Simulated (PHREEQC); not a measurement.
1 kg of water holding 0.014 mol Na2SO4 and 0.045 mol Na2CO3 is evaporated at 25 °C; the solids stay in contact with the brine. CO2 from the air is kept out. Solids allowed: Burkeite, Mirabilite, Nahcolite, Natron, Thenardite, Trona. Others were left out.

Computed with PHREEQC (Pitzer model, pitzer.dat).

```json
[
 {"water left (kg)": "1", "ionic strength": "0.175", "water activity": "0.997", "Natron (mol)": "0", "S in solution (mol/kgw)": "0.0140", "Na in solution (mol/kgw)": "0.118", "C in solution (mol/kgw)": "0.0450", "pH": "11.20"},
 {"water left (kg)": "0.8219", "ionic strength": "0.213", "water activity": "0.997", "Natron (mol)": "0", "S in solution (mol/kgw)": "0.0170", "Na in solution (mol/kgw)": "0.144", "C in solution (mol/kgw)": "0.0548", "pH": "11.23"},
 {"water left (kg)": "0.6755", "ionic strength": "0.259", "water activity": "0.996", "Natron (mol)": "0", "S in solution (mol/kgw)": "0.0207", "Na in solution (mol/kgw)": "0.175", "C in solution (mol/kgw)": "0.0666", "pH": "11.25"},
 {"water left (kg)": "0.5552", "ionic strength": "0.316", "water activity": "0.995", "Natron (mol)": "0", "S in solution (mol/kgw)": "0.0252", "Na in solution (mol/kgw)": "0.213", "C in solution (mol/kgw)": "0.0810", "pH": "11.28"},
 {"water left (kg)": "0.4563", "ionic strength": "0.385", "water activity": "0.994", "Natron (mol)": "0", "S in solution (mol/kgw)": "0.0307", "Na in solution (mol/kgw)": "0.259", "C in solution (mol/kgw)": "0.0986", "pH": "11.31"},
 {"water left (kg)": "0.3751", "ionic strength": "0.469", "water activity": "0.993", "Natron (mol)": "0", "S in solution (mol/kgw)": "0.0373", "Na in solution (mol/kgw)": "0.315", "C in solution (mol/kgw)": "0.120", "pH": "11.34"},
 {"water left (kg)": "0.3083", "ionic strength": "0.571", "water activity": "0.992", "Natron (mol)": "0", "S in solution (mol/kgw)": "0.0454", "Na in solution (mol/kgw)": "0.383", "C in solution (mol/kgw)": "0.146", "pH": "11.37"},
 {"water left (kg)": "0.2534", "ionic strength": "0.695", "water activity": "0.990", "Natron (mol)": "0", "S in solution (mol/kgw)": "0.0553", "Na in solution (mol/kgw)": "0.466", "C in solution (mol/kgw)": "0.178", "pH": "11.39"},
 {"water left (kg)": "0.2082", "ionic strength": "0.846", "water activity": "0.988", "Natron (mol)": "0", "S in solution (mol/kgw)": "0.0672", "Na in solution (mol/kgw)": "0.567", "C in solution (mol/kgw)": "0.216", "pH": "11.42"},
 {"water left (kg)": "0.1712", "ionic strength": "1.03", "water activity": "0.986", "Natron (mol)": "0", "S in solution (mol/kgw)": "0.0818", "Na in solution (mol/kgw)": "0.689", "C in solution (mol/kgw)": "0.263", "pH": "11.45"},
 {"water left (kg)": "0.1407", "ionic strength": "1.25", "water activity": "0.984", "Natron (mol)": "0", "S in solution (mol/kgw)": "0.0995", "Na in solution (mol/kgw)": "0.839", "C in solution (mol/kgw)": "0.320", "pH": "11.48"},
 {"water left (kg)": "0.1156", "ionic strength": "1.53", "water activity": "0.980", "Natron (mol)": "0", "S in solution (mol/kgw)": "0.121", "Na in solution (mol/kgw)": "1.02", "C in solution (mol/kgw)": "0.389", "pH": "11.51"},
 {"water left (kg)": "0.09505", "ionic strength": "1.86", "water activity": "0.977", "Natron (mol)": "0", "S in solution (mol/kgw)": "0.147", "Na in solution (mol/kgw)": "1.24", "C in solution (mol/kgw)": "0.473", "pH": "11.54"},
 {"water left (kg)": "0.07812", "ionic strength": "2.26", "water activity": "0.972", "Natron (mol)": "0", "S in solution (mol/kgw)": "0.179", "Na in solution (mol/kgw)": "1.51", "C in solution (mol/kgw)": "0.576", "pH": "11.58"},
 {"water left (kg)": "0.06421", "ionic strength": "2.75", "water activity": "0.967", "Natron (mol)": "0", "S in solution (mol/kgw)": "0.218", "Na in solution (mol/kgw)": "1.84", "C in solution (mol/kgw)": "0.701", "pH": "11.61"},
 {"water left (kg)": "0.05279", "ionic strength": "3.35", "water activity": "0.960", "Natron (mol)": "0", "S in solution (mol/kgw)": "0.265", "Na in solution (mol/kgw)": "2.24", "C in solution (mol/kgw)": "0.852", "pH": "11.65"},
 {"water left (kg)": "0.04338", "ionic strength": "4.07", "water activity": "0.952", "Natron (mol)": "0", "S in solution (mol/kgw)": "0.323", "Na in solution (mol/kgw)": "2.72", "C in solution (mol/kgw)": "1.04", "pH": "11.69"},
 {"water left (kg)": "0.03567", "ionic strength": "4.95", "water activity": "0.942", "Natron (mol)": "0", "S in solution (mol/kgw)": "0.392", "Na in solution (mol/kgw)": "3.31", "C in solution (mol/kgw)": "1.26", "pH": "11.74"},
 {"water left (kg)": "0.02933", "ionic strength": "6.03", "water activity": "0.930", "Natron (mol)": "0", "S in solution (mol/kgw)": "0.477", "Na in solution (mol/kgw)": "4.02", "C in solution (mol/kgw)": "1.53", "pH": "11.79"},
 {"water left (kg)": "0.02411", "ionic strength": "7.33", "water activity": "0.913", "Natron (mol)": "0", "S in solution (mol/kgw)": "0.581", "Na in solution (mol/kgw)": "4.89", "C in solution (mol/kgw)": "1.87", "pH": "11.85"},
 {"water left (kg)": "0.01982", "ionic strength": "8.92", "water activity": "0.891", "Natron (mol)": "0", "S in solution (mol/kgw)": "0.706", "Na in solution (mol/kgw)": "5.95", "C in solution (mol/kgw)": "2.27", "pH": "11.92"},
 {"water left (kg)": "0.01554", "ionic strength": "10.6", "water activity": "0.866", "Natron (mol)": "0.00426", "S in solution (mol/kgw)": "0.901", "Na in solution (mol/kgw)": "7.04", "C in solution (mol/kgw)": "2.62", "pH": "11.97"},
 {"water left (kg)": "0.009983", "ionic strength": "12.0", "water activity": "0.844", "Natron (mol)": "0.0190", "S in solution (mol/kgw)": "1.40", "Na in solution (mol/kgw)": "8.01", "C in solution (mol/kgw)": "2.60", "pH": "11.96"}
]
```

Natron from water left = 0.01554 kg (pH 11.97).
